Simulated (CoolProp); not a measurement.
Aqueous potassium acetate as a coolant, at 30 °C, 1 atm.

Computed with CoolProp (Melinder's fits for secondary coolants).

```
mass %  freezing point (°C)  density (kg/m³)  conductivity (W/(m K))  viscosity (mPa s)  cp (kJ/(kg K))
------  -------------------  ---------------  ----------------------  -----------------  --------------
3.8                    -1.4             1018                   0.602                [?]           4.038
10                      [?]              [?]                   0.580               1.02           3.829
16.1                   -8.2             1077                   0.559                [?]             [?]
22.2                  -13.2             1109                   0.538               1.42           3.465
28.4                  -20.7             1144                   0.518               1.72           3.294
34.5                  -31.0             1179                     [?]               2.13           3.130
40.6                  -43.4             1213                   0.479               2.72           2.969
```

### Question
Complete the blanks.

### Answer

- 3.8, viscosity (mPa s): 0.876
- 10, freezing point (°C): -4.5
- 10, density (kg/m³): 1048
- 16.1, viscosity (mPa s): 1.20
- 16.1, cp (kJ/(kg K)): 3.642
- 34.5, conductivity (W/(m K)): 0.498
